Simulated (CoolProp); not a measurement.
Vapour-liquid equilibrium of propylene (1) + 1-butene (2) at -67.75 °C; x and y are mole fractions of (1).

Computed with CoolProp (multi-fluid Helmholtz-energy mixture model, Lemmon 2013 and Lemmon 2005; pair parameters Bell 2016).

```tsv
x	bubble pressure, mixture model (MPa)	bubble pressure, Raoult's law (MPa)	y, mixture model	y, Raoult's law
0.05	0.005581	0.005559	0.331	0.329
0.125	0.008053	0.008010	0.572	0.571
0.2	0.01051	0.01046	0.699	0.700
0.275	0.01297	0.01291	0.778	0.780
0.35	0.01541	0.01536	0.832	0.834
0.425	0.01785	0.01781	0.871	0.873
0.5	0.02028	0.02026	0.901	0.903
0.575	0.02272	0.02271	0.925	0.927
0.65	0.02515	0.02516	0.944	0.945
0.725	0.02759	0.02761	0.959	0.961
0.8	0.03003	0.03006	0.973	0.974
0.875	0.03249	0.03251	0.984	0.985
0.95	0.03495	0.03496	0.994	0.994
```

The largest gap from Raoult's law is +0.5 % in bubble pressure, at x = 0.125. No azeotrope shows between x = 0.05 and 0.95.

The pair parameters rest on a limited set of measurements; away from them the model extrapolates.
